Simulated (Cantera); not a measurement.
Charge: 1 mol SiH₂Cl₂, 0.16 mol C₂H₄, 24 mol H₂, at 0.00670 bar.

These are equilibrium values from Cantera (NASA tables, ideal gas, pure condensed phases), not measurements of a reactor. Candidate condensed phases: C, C₆H₆, C₇H₈, C₈H₁₈, Si, SiC; 109 gas species. Mutual solubility and eutectic melting of coexisting phases are not modelled. Gases not in the tables: Si₂H₆ and higher silanes. Equilibrium is a limit: real reactors are often held back by kinetics, nucleation or transport.

Over these rows the condensed part is Si(s) + SiC(s). Partial pressures as log10 of bar:

```tsv
T (K)	1000/T (1/K)	log p SiCl₄	log p H₂	log p HCl	log p SiCl₂
1298	0.7704	-5.99	-2.20	-3.43	-4.23
1373	0.7283	-6.61	-2.20	-3.43	-4.19
1448	0.6906	-7.17	-2.20	-3.43	-4.17
1523	0.6566	?	-2.20	-3.44	-4.15
1598	0.6258	-8.15	-2.20	-3.44	-4.14
1673	0.5977	-8.57	-2.20	-3.45	-4.13
```

Fit log p(SiCl₄) = a + b·(1000/T) to the five rows, give the apparent enthalpy, and predict the row at 1523 K.

Means: 1000/T = 0.6826, log p = -7.298. Sxy = 0.303694, Sxx = 0.0202956, so b = 14.96 and a = -7.298 − (14.96)×0.6826 = -17.51.
Apparent enthalpy: −19.145 × (14.96) = -286 kJ/mol. With the condensed phases at unit activity, 2 SiCl₂(g) = SiCl₄(g) + Si(s) links this pressure to the main gases: over the six rows their terms move log p by +0.20 in all, so the slope isn't that reaction's ΔH° alone. The five rows lie within 0.01 of the line.
Prediction at 1523 K: -17.51 + (14.96)×0.6566 = -7.69. The computed value is -7.68, 0.01 from the line.
